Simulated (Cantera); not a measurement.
What does this Cantera script print?

```python
import numpy as np
import cantera as ct

gas = ct.Solution("gri30.yaml")
gas.TPX = 1100, 101325, {'CH3OH': 0.0093, 'O2': 0.0025, 'N2': 1}
reactor = ct.IdealGasConstPressureReactor(gas, energy="off", clone=False)
net = ct.ReactorNet([reactor])
net.rtol, net.atol = 1e-08, 1e-18
show = ['CH3OH', 'O2', 'H2', 'OH', 'NO']
times = np.geomspace(4e-06, 100, 15)

steps = ct.SolutionArray(gas, extra=["t"])
rows = []
print(f"{'t/s':>10s}{'T/K':>9s}{'P/Pa':>11s}" + "".join(f"{s:>11s}" for s in show))
for t in times:
    while net.time < t:
        t_next = net.step()
        steps.append(gas.state, t=t_next)
    rows.append([np.interp(t, steps.t, y) for y in (steps.T, steps.P, *steps(*show).X.T)])
    print(f"{t:10.3e}{rows[-1][0]:9.1f}{rows[-1][1]:11.4g}" + "".join(f"{x:11.3e}" for x in rows[-1][2:]))
rate = np.gradient(steps.T, steps.t)
print("integrator steps:", len(steps.t))
if steps.T.max() > steps.T[0] + 200:
    print(f"time of steepest temperature rise: {steps.t[rate.argmax()]:.4e} s")
gas.TPX = 1100, 101325, {'CH3OH': 0.0093, 'O2': 0.0025, 'N2': 1}
gas.equilibrate("TP")
print(f"equilibrium (TP): T = {gas.T:.1f} K  " + "  ".join(f"{s} {gas[s].X[0]:.3e}" for s in show))
```

Result:

```
       t/s      T/K       P/Pa      CH3OH         O2         H2         OH         NO
 4.000e-06   1100.0  1.013e+05  9.192e-03  2.471e-03  1.101e-11  1.372e-11  5.983e-24
 1.350e-05   1100.0  1.013e+05  9.192e-03  2.471e-03  1.649e-10  1.844e-11  7.339e-22
 4.559e-05   1100.0  1.013e+05  9.192e-03  2.471e-03  1.021e-09  1.942e-11  2.431e-20
 1.539e-04   1100.0  1.013e+05  9.192e-03  2.471e-03  4.071e-09  1.944e-11  2.689e-19
 5.197e-04   1100.0  1.013e+05  9.192e-03  2.471e-03  1.490e-08  1.952e-11  1.507e-18
 1.755e-03   1100.0  1.013e+05  9.191e-03  2.471e-03  5.463e-08  1.977e-11  6.205e-18
 5.924e-03   1100.0  1.013e+05  9.191e-03  2.471e-03  2.025e-07  2.173e-11  2.354e-17
 2.000e-02   1100.0  1.013e+05  9.190e-03  2.470e-03  8.868e-07  4.505e-11  9.443e-17
 6.752e-02   1100.0  1.013e+05  9.176e-03  2.466e-03  8.620e-06  3.753e-10  4.679e-16
 2.280e-01   1100.0  1.013e+05  7.646e-05  2.923e-05  1.313e-02  1.203e-09  1.575e-10
 7.697e-01   1100.0  1.013e+05  4.489e-11  3.142e-06  1.337e-02  1.815e-09  1.339e-10
 2.599e+00   1100.0  1.013e+05  9.527e-12  7.076e-07  1.340e-02  3.865e-10  1.006e-10
 8.773e+00   1100.0  1.013e+05  2.479e-12  1.869e-07  1.343e-02  1.064e-10  7.548e-11
 2.962e+01   1100.0  1.013e+05  6.978e-13  5.097e-08  1.345e-02  3.045e-11  5.596e-11
 1.000e+02   1100.0  1.013e+05  2.323e-13  1.338e-08  1.348e-02  9.816e-12  4.014e-11
integrator steps: 2566
equilibrium (TP): T = 1100.0 K  CH3OH 1.499e-14  O2 8.354e-20  H2 1.484e-02  OH 3.080e-12  NO 5.990e-14
```

Detailed kinetics in Cantera: GRI-Mech 3.0 (53 species, 325 reactions). GRI-Mech 3.0 was tuned for natural gas; its chemistry of methanol as a main component is partial and can be far from experiment.
